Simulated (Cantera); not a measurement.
Low-pressure radical oxidation in H2/O2

A perfectly stirred reactor is fed with H₂ : O₂ : N₂ = 0.0088 : 1 : 3.7 (molar parts), at 10.00 Torr; it is held at 1375 K, and followed from long to short residence time.

Model: GRI-Mech 3.0 (53 species, 325 reactions), integrated in Cantera. Radical loss at walls, strong at low pressure, is not modelled.

```json
[
 {"τ (s)": "3.5", "x H₂": "6.31e-6", "x O₂": "0.211", "x NO": "1.60e-7", "x NO₂": "1.62e-11", "x H": "1.53e-5", "x HO₂": "6.03e-8", "x H₂O₂": "1.07e-9"},
 {"τ (s)": "1.4", "x H₂": "1.05e-5", "x O₂": "0.211", "x NO": "8.91e-8", "x NO₂": "8.08e-12", "x H": "2.57e-5", "x HO₂": "7.33e-8", "x H₂O₂": "1.32e-9"},
 {"τ (s)": "0.59", "x H₂": "1.76e-5", "x O₂": "0.211", "x NO": "4.50e-8", "x NO₂": "3.78e-12", "x H": "3.61e-5", "x HO₂": "8.36e-8", "x H₂O₂": "1.52e-9"},
 {"τ (s)": "0.25", "x H₂": "3.20e-5", "x O₂": "0.211", "x NO": "1.98e-8", "x NO₂": "1.58e-12", "x H": "4.53e-5", "x HO₂": "9.27e-8", "x H₂O₂": "1.75e-9"},
 {"τ (s)": "0.10", "x H₂": "6.62e-5", "x O₂": "0.211", "x NO": "7.23e-9", "x NO₂": "<1e-12", "x H": "5.42e-5", "x HO₂": "1.04e-7", "x H₂O₂": "2.11e-9"},
 {"τ (s)": "0.042", "x H₂": "0.000138", "x O₂": "0.211", "x NO": "2.58e-9", "x NO₂": "<1e-12", "x H": "6.27e-5", "x HO₂": "1.17e-7", "x H₂O₂": "2.66e-9"},
 {"τ (s)": "0.017", "x H₂": "0.000301", "x O₂": "0.211", "x NO": "8.32e-10", "x NO₂": "<1e-12", "x H": "6.91e-5", "x HO₂": "1.32e-7", "x H₂O₂": "3.40e-9"},
 {"τ (s)": "0.0072", "x H₂": "0.000620", "x O₂": "0.211", "x NO": "2.39e-10", "x NO₂": "<1e-12", "x H": "6.42e-5", "x HO₂": "1.41e-7", "x H₂O₂": "3.76e-9"}
]
```
x: mole fraction; the columns are a selection and need not sum to one.
